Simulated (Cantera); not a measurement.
**Equilibrium for calcination and drying: Ca(OH)2 + H2O**

Feed: 1 mol Ca(OH)2, 0.28 mol H2O, held at 1.30 mbar.

Method: chemical equilibrium by Gibbs-energy minimisation in Cantera with the NASA 1993 tables (ideal gas, pure condensed phases). Candidate condensed phases: Ca, CaO, Ca(OH)2, H2O; 14 gas species. The numbers say what is thermodynamically allowed, not how fast it happens.

```
T (K)  x H2O      x H2      x O2      x OH       x H  n CaO(s)
-----  -----  --------  --------  --------  --------  --------
948    1.000   7.69e-7   3.78e-7   2.40e-8  1.28e-11      1.00
1023   1.000   3.58e-6   1.75e-6   1.60e-7  2.17e-10      1.00
1098   1.000   1.36e-5   6.58e-6   8.20e-7   2.53e-9      1.00
1173   1.000   4.34e-5   2.09e-5   3.42e-6   2.16e-8      1.00
1248   1.000  0.000121   5.76e-5   1.20e-5   1.43e-7      1.00
1323   1.000  0.000302  0.000142   3.66e-5   7.64e-7      1.00
1398   0.999  0.000682  0.000317   9.90e-5   3.43e-6      1.00
1473   0.998   0.00142  0.000652  0.000242   1.32e-5      1.00
1548   0.995   0.00275   0.00125  0.000541   4.48e-5     1.000
1623   0.991   0.00502   0.00225   0.00112  0.000136     1.000
1698   0.985   0.00867   0.00384   0.00218  0.000373     1.000
1773   0.974    0.0143   0.00626   0.00399  0.000942     1.000
1848   0.958    0.0224   0.00976   0.00692   0.00220     1.000
```
x: gas mole fraction; n: condensed amount in mol.

From 948 K to 1848 K the condensed part is CaO(s).
